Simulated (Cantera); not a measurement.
# Ignition delay

Mixture: H₂ : O₂ : N₂ : H₂O = 1 : 0.417 : 1.57 : 0.24 (molar parts), at 1.00 bar, adiabatic and at constant volume. Ignition delay is the time to a rise of 400 K.

Detailed kinetics in Cantera: the H2/O2 subset of GRI-Mech 3.0, which has no nitrogen chemistry. Where the delays flatten at high temperature, the 400 K rule measures the pace of heat release, not the induction time.

```tsv
T0 (K)	delay (ms)
1275	0.0352
1375	0.0235
1475	0.0175
1575	0.0144
1675	0.0129
1775	0.0124
1875	0.0126
1975	0.0133
2075	0.0146
```
